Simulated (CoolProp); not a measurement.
Vapour-liquid equilibrium of isohexane (1) + n-heptane (2) at 0.822 bar; x and y are mole fractions of (1).

Values from CoolProp's multi-fluid Helmholtz-energy mixture model, Lemmon 2006 and Span 2003; pair parameters Bell 2016.

Q: Give the bubble temperature and the first vapour's composition at x = 0.35, 0.45, 0.55. Is there an azeotrope?

A: x = 0.35: 73.6 °C, y = 0.627; x = 0.45: 69.7 °C, y = 0.722; x = 0.55: 66.2 °C, y = 0.799. No azeotrope shows between x = 0.05 and 0.95.

Pair parameters are fitted to limited data, so mixtures are less certain than the pure fluids.
